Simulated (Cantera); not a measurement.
Feed: 1 mol KCl, 0.62 mol HCl, 2.4 mol N2, held at 0.160 Pa.

Equilibrium computed with Cantera from the NASA thermochemical tables; the gas is ideal and each condensed phase is pure. Candidate condensed phases: K, KCl, NH4Cl; 17 gas species. Rates play no part.

### Question
At 1675 K, list the 5 most abundant gas species with their mole fractions, and the condensed phases.

### Answer
N2 0.574, KCl 0.230, HCl 0.102, Cl 0.0555, H2 0.0173. Condensed: gas only.
